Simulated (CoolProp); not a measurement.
Vapour-liquid equilibrium of carbonyl sulfide (1) + propane (2) at 303.9 K; x and y are mole fractions of (1).

Computed with CoolProp (multi-fluid Helmholtz-energy mixture model, Lemmon 2006 and Lemmon 2009; pair parameters Bell 2016).

### Question
Give the bubble pressure and the first vapour's composition at x = 0.15, 0.55, 0.95. Is there an azeotrope?

### Answer
x = 0.15: 1168 kPa, y = 0.186; x = 0.55: 1312 kPa, y = 0.599; x = 0.95: 1454 kPa, y = 0.960. No azeotrope shows between x = 0.05 and 0.95.

Pair parameters are fitted to limited data, so mixtures are less certain than the pure fluids.
